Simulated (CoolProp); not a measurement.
A single-stage vapour-compression cycle with R141b: evaporating at 327.15 K (dew point), condensing at 362.15 K (bubble point), superheat 5 K, subcooling 2 K, compressor efficiency 0.6, no pressure losses. Each further row changes one setting.

Model: reference Helmholtz-energy equation of state, Lemmon 2006, in CoolProp. It is a short technical equation, of lower accuracy than the large ones.

```csv
case,cooling COP,pressure ratio,discharge temperature (K),refrigerating effect (kJ/kg),volumetric capacity (kJ/m³)
as stated,?,2.55,379.1,175,1630
evaporating temperature 332.15 K,5.99,2.20,377.0,?,1910
condensing temperature 357.15 K,5.93,?,?,182,1690
subcooling 7 K,5.15,2.55,379.1,182,1690
superheat 15 K,5.02,2.55,389.7,184,1650
compressor efficiency 0.5,4.14,2.55,386.6,175,1630
```

Q: Complete the blanks.

A: 
- as stated, cooling COP: 4.97
- evaporating temperature 332.15 K, refrigerating effect (kJ/kg): 179
- condensing temperature 357.15 K, pressure ratio: 2.26
- condensing temperature 357.15 K, discharge temperature (K): 372.9
